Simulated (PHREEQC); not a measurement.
Solution (25 °C): 0.022 mol HF, 0.00041 mol NH4F, 0.0011 mol H2SiF6 and 0.00013 mol HCl per kg of water. Closed to the air; pH follows from the charge balance.

Computed with PHREEQC (ion-association model, phreeqc.dat).

No solid was allowed to form.

Task: What pH does the model give?

Result: pH 2.33.

Task: In which forms is F present?

Result: HF 66 %, SiF6-2 23 %, F- 10 %, HF2- 1.5 % of the F.

SiF6-2 is the database's only silicon fluoride.
